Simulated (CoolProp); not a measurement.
Vapour-liquid equilibrium of acetone (1) + n-dodecane (2) at 382.7 K; x and y are mole fractions of (1).

Values from CoolProp's multi-fluid Helmholtz-energy mixture model, Lemmon 2006 and Lemmon 2004; pair parameters Bell 2016.

| x | bubble pressure (bar) | y at the bubble point | dew pressure at overall composition x (bar) | liquid density (mol/L) |
|---|---|---|---|---|
| 0.05 | 0.3077 | 0.901 | 0.03306 | 4.163 |
| 0.125 | 0.8400 | 0.965 | 0.03589 | 4.414 |
| 0.2 | 1.433 | 0.980 | 0.03925 | 4.689 |
| 0.275 | 1.999 | 0.987 | 0.04330 | 4.992 |
| 0.35 | 2.476 | 0.990 | 0.04828 | 5.329 |
| 0.425 | 2.846 | 0.991 | 0.05455 | 5.706 |
| 0.5 | 3.119 | 0.992 | 0.06269 | 6.131 |
| 0.575 | 3.326 | 0.993 | 0.07367 | 6.617 |
| 0.65 | 3.502 | 0.994 | 0.08930 | 7.177 |
| 0.725 | 3.680 | 0.995 | 0.1134 | 7.835 |
| 0.8 | 3.888 | 0.996 | 0.1552 | 8.618 |
| 0.875 | 4.148 | 0.997 | 0.2461 | 9.570 |
| 0.95 | 4.472 | 0.999 | 0.5968 | 10.76 |

No azeotrope shows between x = 0.05 and 0.95.

Pair parameters are fitted to limited data, so mixtures are less certain than the pure fluids. The gap from Raoult's law changes sign with composition, which may be real or a fault of the pair parameters; it wasn't checked against measurements. With so large a gap from Raoult's law the liquid may split in two, which this calculation doesn't test in full.
